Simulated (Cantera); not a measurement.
A closed system holds: 1 mol Si₃N₄, 0.2 mol N₂O, 88 mol H₂, at 420000 Pa.

These are equilibrium values from Cantera (NASA tables, ideal gas, pure condensed phases), not measurements of a reactor. Candidate condensed phases: H₂O, Si, SiO₂, Si₂N₂O, Si₃N₄; 35 gas species. Mutual solubility and eutectic melting of coexisting phases are not modelled. Gases not in the tables: Si₂H₆ and higher silanes. The numbers say what is thermodynamically allowed, not how fast it happens.

Problem. Which condensed phases are stable at each of these points (T (K)): 1598, 1648, 1698, 1748, 1798, 1848, 1898, 1948, 1998, 2048, 2098, 2148, 2198, 2248?

Solution. 
```tsv
T (K)	condensed phases	Si condensed (%)
1598	Si₂N₂O(s) + Si₃N₄(s)	100.0
1648	Si₂N₂O(s) + Si₃N₄(s)	100.0
1698	Si₂N₂O(s) + Si₃N₄(s)	100.0
1748	Si₂N₂O(s) + Si₃N₄(s)	99.9
1798	Si₂N₂O(s) + Si₃N₄(s)	99.7
1848	Si(l) + Si₂N₂O(s) + Si₃N₄(s)	99.4
1898	Si(l) + Si₂N₂O(s) + Si₃N₄(s)	98.8
1948	Si(l) + Si₂N₂O(s) + Si₃N₄(s)	97.7
1998	Si(l) + Si₂N₂O(s)	93.5
2048	Si(l)	92.8
2098	Si(l)	92.6
2148	Si(l)	92.3
2198	Si(l)	91.9
2248	Si(l)	91.4
```

From 1598 K to 1798 K the condensed part is Si₂N₂O(s) + Si₃N₄(s). From 1848 K to 1948 K the condensed part is Si(l) + Si₂N₂O(s) + Si₃N₄(s). At 1998 K the condensed part is Si(l) + Si₂N₂O(s). From 2048 K to 2248 K the condensed part is Si(l).
